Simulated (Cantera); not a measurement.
An isothermal plug-flow reactor at 625 K and 190000 Pa (inlet), inlet velocity 0.58 m/s, active area per volume 2000 1/m; feed H₂ : O₂ : N₂ = 0.0025 : 0.16 : 0.79 (molar parts), equivalence ratio 0.0078.

Detailed kinetics in Cantera: Deutschmann's 1995 Pt surface mechanism with GRI-Mech 3.0 gas chemistry. Catalytic surfaces can have several steady states; this one follows from the mechanism file's or the stated starting coverage. Mass transfer to the wall is taken as infinitely fast.

Problem. Predict: x(H₂) at z = 0.025 m; x(O₂) at z = 0.025 m; x(H₂O) at z = 0.025 m; θ(O*) at the exit.

Solution. 
```
Quantity                 Value
---------------------  -------
x(H₂) at z = 0.025 m   1.38e-5
x(O₂) at z = 0.025 m     0.167
x(H₂O) at z = 0.025 m  0.00261
θ(O*) at the exit        0.998
```
